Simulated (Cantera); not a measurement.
An isothermal, constant-pressure homogeneous reactor starts with C2H6 : N2 = 1 : 64 (molar parts), at 1948 K and 1.35 Torr.

Cantera simulation using GRI-Mech 3.0 (53 species, 325 reactions); the numbers are that mechanism's predictions, not measurements. GRI-Mech 3.0 stops at C3 and has no aromatics, soot or wall deposition, so with more carbon than oxygen in the feed, carbon stays in small species such as C2H2 where larger ones or solid carbon would form. Radical loss at walls, strong at low pressure, is not modelled.

**Question.** Predict: x(C2H2) at 30.0 s; x(CH2) at 30.0 s; x(C2H) at 30.0 s; x(H) at 30.0 s; x(C2H4) at 30.0 s; x(CH4) at 30.0 s.

**Answer.** 
| Quantity | Result |
|---|---|
| x(C2H2) at 30.0 s | 0.0148 (gas-phase equilibrium 0.00166) |
| x(CH2) at 30.0 s | 4.70e-9 (gas-phase equilibrium 4.56e-9) |
| x(C2H) at 30.0 s | 1.34e-5 (gas-phase equilibrium 4.17e-6) |
| x(H) at 30.0 s | 0.00169 (gas-phase equilibrium 0.00446) |
| x(C2H4) at 30.0 s | 1.03e-8 (gas-phase equilibrium 7.42e-10) |
| x(CH4) at 30.0 s | 5.56e-8 (gas-phase equilibrium 7.04e-9) |
